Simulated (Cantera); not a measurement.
Cantera run, input and output.

```python
import numpy as np
import cantera as ct

gas = ct.Solution("gri30.yaml")


def delay(T, t_max=10):
    gas.TPX = T, 1000000, {'CO': 1, 'H2': 0.39, 'CH4': 0.034, 'O2': 1.91, 'N2': 7.17, 'H2O': 0.49}
    reactor = ct.IdealGasConstPressureReactor(gas, clone=False)
    net = ct.ReactorNet([reactor])
    net.rtol, net.atol = 1e-8, 1e-16
    while net.time < t_max:
        t_old, T_old = net.time, reactor.T
        net.step()
        if reactor.T > T + 400:  # ignition: a rise of 400 K
            return t_old + (T + 400 - T_old) / (reactor.T - T_old) * (net.time - t_old)
    return np.nan


taus = []
for T in [925, 975, 1025, 1075, 1125, 1175, 1225, 1275]:
    taus.append(delay(T))
    print(f"T0 = {T:6g} K   tau = {taus[-1]:.4e} s")
```

Result:

```
T0 =    925 K   tau = 7.0209e-02 s
T0 =    975 K   tau = 1.9275e-02 s
T0 =   1025 K   tau = 5.8704e-03 s
T0 =   1075 K   tau = 1.9430e-03 s
T0 =   1125 K   tau = 6.8446e-04 s
T0 =   1175 K   tau = 2.5154e-04 s
T0 =   1225 K   tau = 9.5765e-05 s
T0 =   1275 K   tau = 3.9444e-05 s
```

Detailed kinetics in Cantera: GRI-Mech 3.0 (53 species, 325 reactions). Below about 1000 K GRI-Mech 3.0 lacks low-temperature oxidation paths. Below about 950 K walls govern HO2 and H2O2 in real vessels.
